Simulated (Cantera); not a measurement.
Input: 1 mol SiHCl3, 11 mol H2, held at 140 Pa.

Method: chemical equilibrium by Gibbs-energy minimisation in Cantera with the NASA 1993 tables (ideal gas, pure condensed phases). Candidate condensed phases: Si; 19 gas species. The tables' values for SiCl3 are old estimates; treat these amounts as uncertain. Rates play no part.

**Question.** At 752 °C, list the 5 most abundant gas species with their mole fractions, and the condensed phases.

**Answer.** H2 0.892, HCl 0.0565, SiCl4 0.0366, SiCl2 0.00638, SiHCl3 0.00497. Condensed: Si(s).
